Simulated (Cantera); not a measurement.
A closed system holds: 1 mol Si₃N₄, 0.26 mol H₂O, 1.3 mol H₂, held at 1623 K and 0.120 bar.

Equilibrium computed with Cantera from the NASA thermochemical tables; the gas is ideal and each condensed phase is pure. Candidate condensed phases: H₂O, Si, SiO₂, Si₂N₂O, Si₃N₄; 35 gas species. Mutual solubility and eutectic melting of coexisting phases are not modelled. Equilibrium is a limit: real reactors are often held back by kinetics, nucleation or transport.

Base state: H₂ 0.947, N₂ 0.0526, H 0.000194, SiO 4.68e-5 (mole fractions); condensed: Si₂N₂O(s) + Si₃N₄(s).

### Question
What changes in the equilibrium state with this change: H₂O from 0.26 to 0.027 mol?

### Answer
| species | before | after |
|---|---|---|
| H₂ | 0.947 | 0.993 |
| N₂ | 0.0526 | 0.00677 |
| H | 0.000194 | 0.000199 |
| SiO | 4.68e-5 | 9.28e-5 |
| Si₂N₂O(s), mol | 0.260 | 0.0269 |
| Si₃N₄(s), mol | 0.827 | 0.982 |

### Question
What changes in the equilibrium state with this change: H₂O from 0.26 to 0.0011 mol?

### Answer
```csv
species,before,after
H₂,0.947,0.996
N₂,0.0526,0.00368
H,0.000194,0.000199
SiO,4.68e-5,0.000114
"Si₂N₂O(s), mol",0.260,0.000951
"Si₃N₄(s), mol",0.827,0.997
"Si(s), mol",0,0.00658
```
